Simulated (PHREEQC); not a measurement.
Synthetic water in mg/L, 25 °C, pH 1.96, pe 8.2: Na 140; K 181; Ca 58.5; Mg 24.2; Cl 53; S(6) as SO4 1730; Br 0.19.

Na is adjusted to close the charge balance.
Valence states are taken as typed.

Equilibrium calculation in PHREEQC: ion-association model, wateq4f.dat.

Each row changes one thing in this solution. This is a speciation only: nothing precipitates in the calculation.

```csv
case,ionic strength (mol/kgw),SO4-2 (mol/kgw),Na+ (mol/kgw),HSO4- (mol/kgw),K+ (mol/kgw),Ca+2 (mol/kgw),SI of Gypsum (CaSO4:2H2O),SI of Halite (NaCl)
as made,0.0409,0.0103,0.00860,0.00646,0.00448,0.000953,-1.04,-6.63
all concentrations times 3 at the same typed pH,0.123,0.0316,0.0526,0.0154,0.0130,0.00238,-0.44,-5.44
S(6) from 1730 to 3460 mg/L,0.0811,0.0216,0.0378,0.0116,0.00439,0.000834,-0.95,-6.04
S(6) from 1730 to 5190 mg/L,0.122,0.0329,0.0672,0.0160,0.00432,0.000775,-0.90,-5.82
```
